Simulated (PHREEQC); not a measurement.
A solution holds 0.015 mol/kgw HCl, 0.059 mol/kgw LiCl and 3.1e-05 mol/kgw MnSO4, at 25 °C. Closed to the air; pH follows from the charge balance.

Model: ion-association model, phreeqc.dat, run in PHREEQC.

Each row changes one thing in this solution. Precipitation was switched off in this run.

| case | pH | HSO4- (mol/kgw) | MnCl+ (mol/kgw) | MnCl2 (mol/kgw) | MnSO4 (mol/kgw) | MnCl3- (mol/kgw) | SI of Pyrochroite (Mn(OH)2) |
|---|---|---|---|---|---|---|---|
| as made | 1.90 | 1.12e-5 | 3.53e-6 | 7.08e-8 | 1.53e-8 | 1.44e-9 | -16.32 |
| LiCl from 0.059 to 0.0295 mol/kgw | 1.89 | 1.25e-5 | 2.53e-6 | 3.32e-8 | 2.06e-8 | 4.06e-10 | ___ |
| 0.004 mol/kgw LiOH added | 2.04 | 9.06e-6 | 3.53e-6 | 7.08e-8 | 1.68e-8 | 1.44e-9 | ___ |
| LiCl replaced by NaCl at the same molality | 1.90 | 1.11e-5 | 3.53e-6 | 7.08e-8 | 1.52e-8 | 1.44e-9 | -16.32 |
| MnSO4 from 3.1e-05 to 3.41e-05 mol/kgw | 1.90 | 1.23e-5 | 3.88e-6 | 7.79e-8 | 1.85e-8 | 1.59e-9 | ___ |

Problem. What belongs in the gaps?

Solution. 
- LiCl from 0.059 to 0.0295 mol/kgw, SI of Pyrochroite (Mn(OH)2): -16.27
- 0.004 mol/kgw LiOH added, SI of Pyrochroite (Mn(OH)2): -16.05
- MnSO4 from 3.1e-05 to 3.41e-05 mol/kgw, SI of Pyrochroite (Mn(OH)2): -16.28
